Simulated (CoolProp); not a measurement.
Vapour-liquid equilibrium of nitrogen (1) + carbon monoxide (2) at 1270 kPa; x and y are mole fractions of (1).

Computed with CoolProp (multi-fluid Helmholtz-energy mixture model, Span 2000 and Lemmon 2006; pair parameters Gernert 2013).

Task: Give the bubble temperature and the first vapour's composition at x = 0.125, 0.5, 0.65. Is there an azeotrope?

Result: x = 0.125: 112.1 K, y = 0.154; x = 0.5: 109.8 K, y = 0.557; x = 0.65: 109.0 K, y = 0.697. No azeotrope shows between x = 0.05 and 0.95.

The pair parameters rest on a limited set of measurements; away from them the model extrapolates.
